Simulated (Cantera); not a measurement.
A freely propagating, adiabatic, planar premixed flame of CH4 : C2H6 : O2 : N2 = 1 : 0.06 : 2.23 : 8.39 (molar parts), unburnt at 675 K and 9.87 atm; multicomponent transport, grid criteria slope 0.08 and curve 0.16, no radiation.

Cantera simulation using GRI-Mech 3.0 (53 species, 325 reactions); the numbers are that mechanism's predictions, not measurements. Burning velocities carry a grid error of a few per cent, more on coarse grids.

Q: Predict: laminar burning velocity; thermal thickness; peak x(CH2O); peak x(O).

A: 
```
Quantity                      Value
------------------------  ---------
laminar burning velocity  76.7 cm/s
thermal thickness         0.0557 mm
peak x(CH2O)                0.00173
peak x(O)                   0.00171
```
